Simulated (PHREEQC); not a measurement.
PHREEQC input (ion-association model, wateq4f.dat):

```
SOLUTION_MASTER_SPECIES
  An  An-  0  An  62.0  # stands for a non-complexing anion
SOLUTION_SPECIES
  An- = An-
    -log_k 0
    -gamma 3.0 0
PHASES
  Fix_H+
    H+ = H+
    -log_k 0
SOLUTION 1
  temp 25
  units mmol/kgw
  pH 7 charge
  Cl 36
  Pb 18
  Na 100
  An 100
END
SELECTED_OUTPUT 1
  -reset false
  -pH true
  -pe true
  -ionic_strength true
  -water true
  -totals Cl Na Pb
  -molalities Hfo_wOH Hfo_wOH2+ Hfo_wO- Hfo_sOH Hfo_sOH2+ Hfo_sO- Hfo_sOPb+ Hfo_wOPb+
  -saturation_indices Litharge Cotunnite Laurionite Halite
USER_PUNCH 1
  -headings sigma psi
  10 PUNCH EDL("sigma", "Hfo"), EDL("psi", "Hfo")
PRINT
  -reset false
USE solution 1
SURFACE 1
  Hfo_wOH 0.0516854 600 23
  Hfo_sOH 0.00129213
EQUILIBRIUM_PHASES 1
  Fix_H+ -4 HAn 10
    -force_equality true
  O2(g) -0.68 10
END
# ... the last block is repeated for the other 16 points of pH, with NaOH or the acid as the point needs
```

Selected output (columns that matter, 17 of 17 rows; pH added in front):

```
pH	mu	Cl	Na	Pb	m_Hfo_wOH	m_Hfo_wOH2+	m_Hfo_wO-	m_Hfo_sOH	m_Hfo_sOH2+	si_Litharge	si_Cotunnite	si_Halite	sigma	psi
4	0.16062	0.036	0.1	0.015086	0.004805	0.045245	1.169e-05	1.7052e-07	1.6056e-06	-7.1771	-0.9627	-4.3427	0.33667	0.13701
4.38	0.14856	0.036	0.1	0.011048	0.0086724	0.037306	4.6184e-05	8.8394e-08	3.8025e-07	-6.5509	-1.0609	-4.3224	0.30915	0.13466
4.75	0.13263	0.036	0.1	0.0054725	0.013204	0.027098	0.0001474	6.782e-08	1.3918e-07	-6.1142	-1.3121	-4.2926	0.27604	0.13179
5.12	0.12163	0.036	0.1	0.0018946	0.017773	0.018712	0.00038672	6.9241e-08	7.2901e-08	-5.8332	-1.735	-4.2716	0.24075	0.12705
5.5	0.12139	0.035996	0.10541	0.00052465	0.021762	0.012895	0.00084139	7.7607e-08	4.5985e-08	-5.6332	-2.2834	-4.2429	0.20648	0.11933
5.88	0.12356	0.035993	0.11078	0.00013955	0.024803	0.008684	0.0016229	8.6396e-08	3.0248e-08	-5.4513	-2.8599	-4.2211	0.17427	0.11037
6.25	0.12557	0.03599	0.11506	3.9342e-05	0.026492	0.0056895	0.0028259	9.1723e-08	1.9699e-08	-5.2652	-3.4143	-4.2055	0.14561	0.10104
6.62	0.12742	0.035988	0.11885	1.1418e-05	0.026811	0.0036321	0.0045339	9.2672e-08	1.2554e-08	-5.0696	-3.9598	-4.1924	0.11947	0.090991
7	0.12918	0.035985	0.1224	3.2662e-06	0.025939	0.0022864	0.0067413	8.9614e-08	7.8992e-09	-4.8684	-4.5198	-4.1807	0.094676	0.079552
7.38	0.1308	0.035983	0.12566	9.5178e-07	0.024303	0.001473	0.0091859	8.3952e-08	5.0883e-09	-4.6774	-5.09	-4.1703	0.071898	0.066696
7.75	0.13222	0.035981	0.1285	3.0014e-07	0.022407	0.00099515	0.011558	7.7398e-08	3.4375e-09	-4.5072	-5.6606	-4.1614	0.051964	0.052796
8.12	0.13347	0.03598	0.13101	1.0517e-07	0.020485	0.00069787	0.013775	7.0759e-08	2.4106e-09	-4.3531	-6.2474	-4.1537	0.034369	0.037721
8.5	0.13461	0.035978	0.13329	4.2809e-08	0.018598	0.00049963	0.015859	6.424e-08	1.7258e-09	-4.208	-6.8631	-4.1469	0.018399	0.021344
8.88	0.13565	0.035977	0.13538	2.1803e-08	0.016782	0.00036225	0.017811	5.7968e-08	1.2513e-09	-4.0684	-7.4842	-4.1408	0.0037775	0.0044862
9.25	0.13666	0.035976	0.13738	1.4446e-08	0.014993	0.00026141	0.0197	5.1788e-08	9.0294e-10	-3.9267	-8.0832	-4.135	-0.010148	-0.011916
9.62	0.13773	0.035974	0.13949	1.2757e-08	0.013072	0.00018039	0.0217	4.5153e-08	6.2311e-10	-3.7656	-8.6628	-4.129	-0.024719	-0.027796
10	0.13896	0.035973	0.1419	1.5937e-08	0.010876	0.00011308	0.023962	3.7566e-08	3.9059e-10	-3.5628	-9.2208	-4.1223	-0.041026	-0.043002
```
